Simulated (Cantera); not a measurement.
Input: 1 mol Zr, 0.56 mol NH₃, 2.1 mol N₂, at 2500 °C and 133 Pa.

Cantera equilibrium calculation (NASA polynomials, part measured and part estimated; ideal gas, pure solids and liquids). Candidate condensed phases: Zr, ZrN; 11 gas species. ZrN: taken at fixed stoichiometry. Equilibrium is a limit: real reactors are often held back by kinetics, nucleation or transport.

Base state: N₂ 0.546, H 0.404, H₂ 0.0394, Zr 0.0106, N 5.79e-5 (mole fractions); condensed: ZrN(s).

What changes in the equilibrium state with this change: pressure from 133 Pa to 16000 Pa?


```csv
species,before,after
N₂,0.546,0.659
H₂,0.0394,0.248
H,0.404,0.0926
Zr,0.0106,7.34e-6
N,5.79e-5,5.81e-6
"ZrN(s), mol",0.963,1.000
```

What changes in the equilibrium state with this change: temperature from 2500 °C to 2100 °C?


```json
[
 {"species": "N₂", "before": "0.546", "after": "0.632"},
 {"species": "H₂", "before": "0.0394", "after": "0.197"},
 {"species": "H", "before": "0.404", "after": "0.170"},
 {"species": "Zr", "before": "0.0106", "after": "9.44e-6"},
 {"species": "N", "before": "5.79e-5", "after": "1.85e-6"},
 {"species": "ZrN(s), mol", "before": "0.963", "after": "1.000"}
]
```
